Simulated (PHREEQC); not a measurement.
## Leach liquor: an equilibrium model

Consider water at 20 °C with 0.0016 mol/kgw HCl, 0.00044 mol/kgw NiSO4 and 0.0045 mol/kgw Na2SO4. Closed to the air; pH follows from the charge balance.

All values are PHREEQC results (ion-association model, wateq4f.dat), not measurements.

```
Property                   Value
----------------  --------------
pH                          2.94
ionic strength    0.0156 mol/kgw
total alkalinity    -1.60 meq/kg
```

| species | molality | activity | log γ |
|---|---|---|---|
| Na+ | 0.00888 | 0.00786 | -0.053 |
| SO4-2 | 0.00441 | 0.00272 | -0.210 |
| Cl- | 0.00160 | 0.00141 | -0.055 |
| H+ | 0.00129 | 0.00116 | -0.046 |
| Ni+2 | 0.000336 | 0.000205 | -0.215 |
| HSO4- | 0.000311 | 0.000275 | -0.053 |
| NaSO4- | 0.000117 | 0.000104 | -0.052 |
| NiSO4 | 0.000103 | 0.000104 | 0.002 |
| NiCl+ | 8.20e-7 | 7.24e-7 | -0.054 |
| Ni(SO4)2-2 | 2.60e-8 | 1.58e-8 | -0.215 |
| NiCl2 | 3.69e-9 | 3.70e-9 | 0.002 |

Precipitation was switched off in this run. Complexes and solids missing from the database can't appear.
